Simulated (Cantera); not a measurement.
**Equilibrium for halide evaporation, hydrolysis and transport: BaF2 + H2O + N2**

A closed system holds: 1 mol BaF2, 1.2 mol H2O, 21 mol N2, held at 10.0 mbar.

Method: chemical equilibrium by Gibbs-energy minimisation in Cantera with the NASA 1993 tables (ideal gas, pure condensed phases). Candidate condensed phases: Ba, BaF2, BaO, Ba(OH)2, H2O; 45 gas species. Mutual solubility and eutectic melting of coexisting phases are not modelled. Equilibrium is a limit: real reactors are often held back by kinetics, nucleation or transport.

| T (°C) | log p N2 | log p H2O | log p BaF2 | log p HF | log p BaF | log p H2 | n BaF2(s) | n BaO(s) |
|---|---|---|---|---|---|---|---|---|
| 927 | -2.02 | -3.27 | -7.70 | -5.98 | -11.86 | -7.31 | 0.999 | 0.00111 |
| 1002 | -2.02 | -3.27 | -6.74 | -5.54 | -10.61 | -6.89 | 0.996 | 0.00307 |
| 1077 | -2.02 | -3.27 | -5.90 | -5.15 | -9.50 | -6.51 | 0.989 | 0.00747 |
| 1152 | -2.02 | -3.27 | -5.16 | -4.82 | -8.52 | -6.17 | 0.968 | 0.0164 |
| 1227 | -2.03 | -3.28 | -4.51 | -4.52 | -7.64 | -5.87 | 0.897 | 0.0327 |
| 1302 | -2.03 | -3.30 | -3.92 | -4.25 | -6.85 | -5.60 | 0.669 | 0.0606 |
| 1377 | -2.04 | -3.33 | -3.42 | -4.03 | -6.14 | -5.38 | 0 | 0.103 |
| 1452 | -2.04 | -3.34 | -3.41 | -4.05 | -5.74 | -5.16 | 0 | 0.0960 |
| 1527 | -2.04 | -3.34 | -3.41 | -4.06 | -5.37 | -4.96 | 0 | 0.0861 |
| 1602 | -2.04 | -3.35 | -3.42 | -4.08 | -5.03 | -4.78 | 0 | 0.0717 |
| 1677 | -2.04 | -3.36 | -3.42 | -4.10 | -4.72 | -4.62 | 0 | 0.0490 |
| 1752 | -2.05 | -3.38 | -3.43 | -4.12 | -4.44 | -4.48 | 0 | 0.0130 |
| 1827 | -2.05 | -3.41 | -3.45 | -4.07 | -4.26 | -4.35 | 0 | 0 |
| 1902 | -2.05 | -3.45 | -3.47 | -3.99 | -4.13 | -4.24 | 0 | 0 |
log p: log10 of the partial pressure in bar; n: condensed amount in mol.

From 927 °C to 1302 °C the condensed part is BaF2(s) + BaO(s). From 1377 °C to 1752 °C the condensed part is BaO(s). From 1827 °C to 1902 °C nothing is condensed. The main Ba-bearing gas is Ba(OH)2 at 927 °C and BaF2 at 1902 °C.
